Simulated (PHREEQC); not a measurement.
Dissolve 0.0078 mol HCl, 0.00083 mol Li2SO4 and 0.00097 mol Na2SO4 per kg of water at 20 °C. Closed to the air; pH follows from the charge balance.

The numbers come from PHREEQC with the ion-association model, wateq4f.dat.

| quantity | before | after |
|---|---|---|
| pH | 2.18 | 2.53 |
| SO4-2 (mol/kgw) | 0.00126 | 0.00151 |

**Question.** Which change was made?
A. 0.015 mol/kgw TMAH added
B. diluted 5-fold with water
C. 0.0043 mol/kgw CsOH added
D. Na2SO4 left out
E. temperature from 20 to 30 °C

**Answer.** C, 0.0043 mol/kgw CsOH added

Precipitation was switched off in this run.
